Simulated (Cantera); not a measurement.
A Cantera script and its output.

```python
import numpy as np
import cantera as ct

gas = ct.Solution("gri30.yaml")
gas.TPX = 1850, 100000, {'CH4': 1, 'CO2': 4.6}
inlet = ct.Reservoir(gas, clone=True)

reactor = ct.IdealGasConstPressureReactor(gas, energy="off", clone=False)
exhaust = ct.Reservoir(gas, clone=True)
tau = [0.88, 0.48, 0.26, 0.14, 0.077, 0.042, 0.023, 0.012, 0.0068, 0.0037][0]
for a, b in ((inlet, reactor), (reactor, exhaust)):
    ct.MassFlowController(a, b, mdot=lambda t: reactor.mass / tau)
net = ct.ReactorNet([reactor])
show = ['CH4', 'CO2', 'C2H2', 'CH2', 'C2H4', 'O']

rows = []
print(f"{'tau/s':>10s}{'T/K':>9s}" + "".join(f"{s:>11s}" for s in show))
for tau in [0.88, 0.48, 0.26, 0.14, 0.077, 0.042, 0.023, 0.012, 0.0068, 0.0037]:
    net.initial_time = 0.0
    net.advance(30 * tau)
    before = gas.X
    net.advance(40 * tau)
    drift = np.max(np.abs(gas.X - before) / (gas.X + 1e-9))
    rows.append([gas.T, *gas[show].X, drift])
    print(f"{tau:10.3e}{gas.T:9.1f}" + "".join(f"{x:11.3e}" for x in gas[show].X))
```

It prints:

```
     tau/s      T/K        CH4        CO2       C2H2        CH2       C2H4          O
 8.800e-01   1850.0  1.704e-03  2.910e-01  5.495e-04  8.635e-08  3.255e-06  2.714e-08
 4.800e-01   1850.0  2.735e-03  2.960e-01  1.413e-03  1.465e-07  8.489e-06  2.547e-08
 2.600e-01   1850.0  4.209e-03  3.052e-01  3.321e-03  2.428e-07  2.053e-05  2.249e-08
 1.400e-01   1850.0  6.211e-03  3.209e-01  7.006e-03  3.894e-07  4.595e-05  1.842e-08
 7.700e-02   1850.0  8.741e-03  3.444e-01  1.274e-02  5.879e-07  9.344e-05  1.445e-08
 4.200e-02   1850.0  1.216e-02  3.779e-01  2.059e-02  8.448e-07  1.833e-04  1.116e-08
 2.300e-02   1850.0  1.697e-02  4.206e-01  2.938e-02  1.130e-06  3.484e-04  8.789e-09
 1.200e-02   1850.0  2.493e-02  4.760e-01  3.776e-02  1.408e-06  6.775e-04  7.039e-09
 6.800e-03   1850.0  3.557e-02  5.306e-01  4.184e-02  1.565e-06  1.159e-03  5.971e-09
 3.700e-03   1850.0  5.191e-02  5.934e-01  4.118e-02  1.631e-06  1.923e-03  5.077e-09
```

Computed with Cantera and GRI-Mech 3.0 (53 species, 325 reactions).
